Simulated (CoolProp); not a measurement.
Vapour-liquid equilibrium of carbon dioxide (1) + dimethyl ether (2) at -37.15 °C; x and y are mole fractions of (1).

Computed with CoolProp (multi-fluid Helmholtz-energy mixture model, Span 1996 and Wu 2011; pair parameters Bell 2016).

Task: Give the bubble pressure and the first vapour's composition at x = 0.35, 0.65, 0.8. Is there an azeotrope?

Result: x = 0.35: 0.3423 MPa, y = 0.886; x = 0.65: 0.6767 MPa, y = 0.969; x = 0.8: 0.8626 MPa, y = 0.986. No azeotrope shows between x = 0.05 and 0.95.

Pair parameters are fitted to limited data, so mixtures are less certain than the pure fluids.
